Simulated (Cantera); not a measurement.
Input: 1 mol Al, 0.83 mol HCl, 47 mol N₂, 40 mol N₂O, 0.019 mol Cl₂, equilibrated at 5.55 Torr.

Cantera equilibrium calculation (NASA polynomials, part measured and part estimated; ideal gas, pure solids and liquids). Candidate condensed phases: Al, AlCl₃, AlN, Al₂O₃, H₂O, NH₄Cl; 45 gas species. Kinetics and transport are ignored.

Q: At 1425 K, list the 6 most abundant gas species with their mole fractions, and the condensed phases.

A: N₂ 0.811, O₂ 0.179, HCl 0.00550, Cl 0.00252, H₂O 0.00111, NO 0.000778. Condensed: Al₂O₃(s).
